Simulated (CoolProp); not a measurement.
Vapour-liquid equilibrium of R143a (1) + dimethyl ether (2) at 301.7 K; x and y are mole fractions of (1).

The numbers come from the multi-fluid Helmholtz-energy mixture model, Lemmon and Jacobsen 2000 and Wu 2011; pair parameters Bell 2016 in CoolProp.

```tsv
x	bubble pressure (kPa)	y at the bubble point	dew pressure at overall composition x (kPa)	liquid density (mol/L)
0.05	694.7	0.098	673.6	14.06
0.15	774.9	0.261	718.5	13.71
0.25	851.7	0.393	768.9	13.37
0.35	925.8	0.503	825.4	13.03
0.45	997.7	0.598	889.0	12.70
0.55	1068	0.683	960.4	12.36
0.65	1138	0.760	1040	12.03
0.75	1207	0.832	1128	11.71
0.85	1277	0.901	1225	11.38
0.95	1347	0.967	1328	11.05
```

No azeotrope shows between x = 0.05 and 0.95.

Pair parameters are fitted to limited data, so mixtures are less certain than the pure fluids.
